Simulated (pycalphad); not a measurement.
Source of the numbers: pycalphad with the COST 507 light-alloy database (1999); pressure 1 atm. The data set is of 1999 and partly superseded. The system is extrapolated from its subsystems; higher-order compounds may be missing.

Q: How does the equilibrium phase assembly of Al-0.87Cu-0.28Si (at.%) change on cooling from 1577 °C to 227 °C?

A: 
| T (°C) | phases above | phases below |
|---|---|---|
| 653.3 | liquid | fcc + liquid |
| 594.1 | fcc + liquid | fcc |
| 427.7 | fcc | ALCU_THETA + fcc |
| 403.0 | ALCU_THETA + fcc | ALCU_THETA + diamond (Si) + fcc |
Changes were sought between steps of 75 K, so a narrower field can be missed.

Database names, with the compositions (at.%) that they take in these runs: ALCU_THETA: Al 67 Cu 33.
